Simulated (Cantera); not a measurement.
A perfectly stirred reactor is fed with 50.5 % NO, 49.5 % N2, at 0.133 bar; it is held at 1700 K, and followed from long to short residence time.

Computed with Cantera and GRI-Mech 3.0 (53 species, 325 reactions).

x: mole fraction; the columns are a selection and need not sum to one.

| τ (s) | x NO | x N2O | x O | x NO2 | x O2 | x N2 |
|---|---|---|---|---|---|---|
| 19 | 0.413 | 6.06e-5 | 2.83e-5 | 0.000222 | 0.0457 | 0.541 |
| 5.6 | 0.472 | 8.07e-5 | 1.88e-5 | 0.000160 | 0.0163 | 0.511 |
| 1.6 | 0.495 | 8.88e-5 | 1.32e-5 | 0.000110 | 0.00490 | 0.500 |
| 0.47 | 0.502 | 8.79e-5 | … | … | … | 0.496 |
| 0.14 | 0.504 | 7.76e-5 | 9.27e-6 | 7.20e-5 | 0.000367 | 0.495 |
| 0.040 | 0.505 | 5.35e-5 | 7.52e-6 | 5.42e-5 | 6.92e-5 | 0.495 |
| 0.012 | 0.505 | … | … | … | … | 0.495 |
| 0.0034 | 0.505 | 9.36e-6 | 2.66e-6 | 8.11e-6 | 4.61e-7 | 0.495 |

Complete the blanks.


- 0.47, x O: 1.06e-5
- 0.47, x NO2: 8.55e-5
- 0.47, x O2: 0.00140
- 0.012, x N2O: 2.65e-5
- 0.012, x O: 4.95e-6
- 0.012, x NO2: 2.82e-5
- 0.012, x O2: 7.76e-6
